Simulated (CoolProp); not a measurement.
Vapour-liquid equilibrium of diethyl ether (1) + n-hexane (2) at 1.06 MPa; x and y are mole fractions of (1).

The numbers come from the multi-fluid Helmholtz-energy mixture model, Thol 2014 and Thol 2019; pair parameters Bell 2016 in CoolProp.

### Question
Give the bubble temperature and the first vapour's composition at x = 0.05, 0.45, 0.65. Is there an azeotrope?

### Answer
x = 0.05: 437.6 K, y = 0.095; x = 0.45: 415.3 K, y = 0.608; x = 0.65: 407.3 K, y = 0.774. No azeotrope shows between x = 0.05 and 0.95.

The pair parameters rest on a limited set of measurements; away from them the model extrapolates.
